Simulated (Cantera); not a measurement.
Charge: 1 mol Si₃N₄, 0.0019 mol H₂O, 2.3 mol H₂, equilibrated at 7.50 Torr.

Equilibrium computed with Cantera from the NASA thermochemical tables; the gas is ideal and each condensed phase is pure. Candidate condensed phases: H₂O, Si, SiO₂, Si₂N₂O, Si₃N₄; 35 gas species. Mutual solubility and eutectic melting of coexisting phases are not modelled. Gases not in the tables: Si₂H₆ and higher silanes. Equilibrium is a limit: real reactors are often held back by kinetics, nucleation or transport.

### Question
Which condensed phases are stable at each of these points (T (°C)): 1350, 1400, 1450, 1500, 1550, 1600, 1650, 1700, 1750, 1800?

### Answer
| T (°C) | condensed phases | Si condensed (%) |
|---|---|---|
| 1350 | Si(s) + Si₃N₄(s) | 99.9 |
| 1400 | Si(s) + Si₃N₄(s) | 99.9 |
| 1450 | Si(l) + Si₃N₄(s) | 99.9 |
| 1500 | Si(l) | 99.9 |
| 1550 | Si(l) | 99.9 |
| 1600 | Si(l) | 99.8 |
| 1650 | Si(l) | 99.6 |
| 1700 | Si(l) | 99.4 |
| 1750 | Si(l) | 99.0 |
| 1800 | Si(l) | 98.3 |

From 1350 °C to 1400 °C the condensed part is Si(s) + Si₃N₄(s). At 1450 °C the condensed part is Si(l) + Si₃N₄(s). From 1500 °C to 1800 °C the condensed part is Si(l).
